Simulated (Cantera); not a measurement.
A closed system holds: 1 mol Si, 0.54 mol Cl2, 3.3 mol H2, equilibrated at 1575 K and 27.0 bar.

Equilibrium computed with Cantera from the NASA thermochemical tables; the gas is ideal and each condensed phase is pure. Candidate condensed phases: Si; 19 gas species. The tables' values for SiCl3 are old estimates; treat these amounts as uncertain. Gases not in the tables: Si2H6 and higher silanes. Kinetics and transport are ignored.

Base state: H2 0.853, HCl 0.0667, SiHCl3 0.0276, SiCl2 0.0177, SiCl4 0.0162, SiCl3 0.0105, SiH2Cl2 0.00777, SiH3Cl 0.000651 (mole fractions); condensed: Si(s).

Question: What changes in the equilibrium state with this change: temperature from 1575 K to 1673.15 K?

Answer: 
| species | before | after |
|---|---|---|
| H2 | 0.853 | 0.839 |
| HCl | 0.0667 | 0.0818 |
| SiCl2 | 0.0177 | 0.0287 |
| SiCl4 | 0.0162 | 0.0109 |
| SiHCl3 | 0.0276 | 0.0202 |
| SiCl3 | 0.0105 | 0.0123 |
| H | 7.39e-6 | 2.01e-5 |
| SiH2Cl2 | 0.00777 | 0.00640 |
| SiH4 | 2.20e-5 | 2.37e-5 |
| SiH3Cl | 0.000651 | 0.000615 |
| Si(s), mol | 0.708 | 0.709 |
